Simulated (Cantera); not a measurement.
Feed: 1 mol C2F6, 2.1 mol H2, at 1.30 mbar.

These are equilibrium values from Cantera (NASA tables, ideal gas, pure condensed phases), not measurements of a reactor. Candidate condensed phases: C, C6H6, C7H8, C8H18; 95 gas species. The feed counts by its element totals alone. Gases not in the tables: C2F6 and larger saturated fluorocarbons. Equilibrium is a limit: real reactors are often held back by kinetics, nucleation or transport.

Q: What share of the C ends up in condensed phases as a function of T (°C), at 1450, 1500, 1550, 1600, 1650, 1700, 1750, 1800, 1850?

A: 
| T (°C) | C condensed (%) | as |
|---|---|---|
| 1450 | 77.0 | C(graphite) |
| 1500 | 76.6 | C(graphite) |
| 1550 | 76.2 | C(graphite) |
| 1600 | 75.6 | C(graphite) |
| 1650 | 74.9 | C(graphite) |
| 1700 | 74.4 | C(graphite) |
| 1750 | 74.4 | C(graphite) |
| 1800 | 75.3 | C(graphite) |
| 1850 | 77.5 | C(graphite) |
